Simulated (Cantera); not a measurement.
Cantera run, input and output.

```python
import numpy as np
import cantera as ct

gas = ct.Solution("gri30.yaml")
gas.TPX = 650, 100000, {'CO': 1, 'H2': 0.17, 'O2': 0.418, 'N2': 1.57}
flame = ct.FreeFlame(gas, width=0.04)
flame.set_refine_criteria(ratio=3, slope=0.08, curve=0.16)
flame.transport_model = "mixture-averaged"
flame.solve(loglevel=0, auto=True)
z, T = flame.grid, flame.T
thick = (T[-1] - T[0]) / np.gradient(T, z).max()
show = ['CO', 'H2', 'O2', 'O', 'H', 'NO2']
print(f"laminar burning velocity  {flame.velocity[0] * 100:.3f} cm/s")
print(f"burnt temperature         {T[-1]:.1f} K")
print(f"thermal thickness         {thick * 1e3:.4f} mm")
print(f"grid points               {len(z)}")
z0 = z[flame.heat_release_rate.argmax()]
print(f"{'z/mm':>9s}{'T/K':>9s}{'u/(m/s)':>9s}" + "".join(f"{s:>11s}" for s in show))
rows = []
for k in (-3, -2, -1.5, -1, -0.5, -0.25, 0, 0.25, 0.5, 1, 2, 4, 8):
    zz = z0 + k * thick
    rows.append([k * thick, np.interp(zz, z, T), np.interp(zz, z, flame.velocity),
                 *(np.interp(zz, z, flame.X[gas.species_index(s)]) for s in show)])
    print(f"{rows[-1][0] * 1e3:9.3f}{rows[-1][1]:9.1f}{rows[-1][2]:9.3f}" + "".join(f"{x:11.3e}" for x in rows[-1][3:]))
```

It prints:

```
laminar burning velocity  319.428 cm/s
burnt temperature         2534.6 K
thermal thickness         0.7694 mm
grid points               151
     z/mm      T/K  u/(m/s)         CO         H2         O2          O          H        NO2
   -2.308    650.0    3.194  3.167e-01  5.383e-02  1.324e-01  8.975e-15  9.763e-16  3.590e-17
   -1.539    650.0    3.194  3.167e-01  5.383e-02  1.324e-01  2.924e-14  3.345e-15  3.602e-17
   -1.154    650.0    3.194  3.167e-01  5.382e-02  1.324e-01  3.766e-12  5.351e-13  4.332e-17
   -0.769    650.0    3.194  3.167e-01  5.376e-02  1.324e-01  4.821e-10  2.473e-10  6.731e-16
   -0.385    652.5    3.202  3.171e-01  5.234e-02  1.325e-01  1.099e-06  7.015e-06  3.089e-12
   -0.192    767.6    3.739  3.140e-01  4.450e-02  1.289e-01  1.509e-04  9.798e-04  7.766e-11
    0.000   1195.2    5.726  2.828e-01  2.003e-02  9.916e-02  6.144e-03  1.228e-02  4.767e-10
    0.192   1539.8    7.217  2.247e-01  7.114e-03  5.559e-02  1.773e-02  2.412e-02  2.292e-09
    0.385   1719.1    7.912  1.903e-01  7.289e-03  3.811e-02  1.905e-02  2.671e-02  3.771e-09
    0.769   1891.1    8.574  1.737e-01  7.983e-03  2.993e-02  1.603e-02  2.221e-02  5.916e-09
    1.539   2055.8    9.212  1.679e-01  7.609e-03  2.589e-02  1.168e-02  1.471e-02  9.223e-09
    3.078   2211.2    9.795  1.598e-01  6.839e-03  2.111e-02  7.757e-03  9.155e-03  1.513e-08
    6.155   2348.1   10.292  1.499e-01  6.029e-03  1.578e-02  4.762e-03  5.592e-03  2.955e-08
```

Detailed kinetics in Cantera: GRI-Mech 3.0 (53 species, 325 reactions). Burning velocities carry a grid error of a few per cent, more on coarse grids.
